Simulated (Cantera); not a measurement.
An isothermal, constant-pressure homogeneous reactor starts with CO : O2 : H2O : N2 = 0.027 : 0.078 : 0.022 : 1 (molar parts), equivalence ratio 0.17, at 1375 K and 13300 Pa. Integrator tolerance rtol = 1e-08.

Model: GRI-Mech 3.0 (53 species, 325 reactions), integrated in Cantera.

What does this change do: pressure from 13300 Pa to 101000 Pa?


| quantity | before | after |
|---|---|---|
| x(CO) at 10.0 s | 1.76e-7 (gas-phase equilibrium 1.76e-7) | 6.37e-8 (gas-phase equilibrium 6.38e-8) |
| x(O2) at 10.0 s | 0.0579 (gas-phase equilibrium 0.0577) | 0.0579 (gas-phase equilibrium 0.0577) |
| x(H2O) at 10.0 s | 0.0198 (gas-phase equilibrium 0.0198) | 0.0198 (gas-phase equilibrium 0.0198) |
| x(NO) at 10.0 s | 3.17e-6 (gas-phase equilibrium 0.000353) | 1.24e-6 (gas-phase equilibrium 0.000353) |
| x(N2O) at 10.0 s | 8.93e-9 (gas-phase equilibrium 8.83e-9) | 2.44e-8 (gas-phase equilibrium 2.43e-8) |

What does this change do: pressure from 13300 Pa to 280000 Pa?


```
quantity                                            before                                     after
----------------  ----------------------------------------  ----------------------------------------
x(CO) at 10.0 s    1.76e-7 (gas-phase equilibrium 1.76e-7)   3.83e-8 (gas-phase equilibrium 3.84e-8)
x(O2) at 10.0 s      0.0579 (gas-phase equilibrium 0.0577)     0.0579 (gas-phase equilibrium 0.0577)
x(H2O) at 10.0 s     0.0198 (gas-phase equilibrium 0.0198)     0.0198 (gas-phase equilibrium 0.0198)
x(NO) at 10.0 s   3.17e-6 (gas-phase equilibrium 0.000353)  6.34e-7 (gas-phase equilibrium 0.000353)
x(N2O) at 10.0 s   8.93e-9 (gas-phase equilibrium 8.83e-9)   4.05e-8 (gas-phase equilibrium 4.05e-8)
```
